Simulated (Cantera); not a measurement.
Mixture: 7.76 % CH₄, 17.9 % O₂, 67.1 % N₂, 7.30 % CO₂, at 0.950 bar, adiabatic and at constant pressure. Ignition delay is the time to a rise of 400 K.

Detailed kinetics in Cantera: GRI-Mech 3.0 (53 species, 325 reactions).

Task: Predict: delay at 1000 K; delay at 1100 K; delay at 1200 K; delay at 1300 K; delay at 1400 K; apparent activation energy between 1300 and 1400 K.

Result: 
```json
{
  "delay at 1000 K": "1.20 s",
  "delay at 1100 K": "0.227 s",
  "delay at 1200 K": "50.3 ms",
  "delay at 1300 K": "12.9 ms",
  "delay at 1400 K": "3.81 ms",
  "apparent activation energy between 1300 and 1400 K": "180 kJ/mol"
}
```
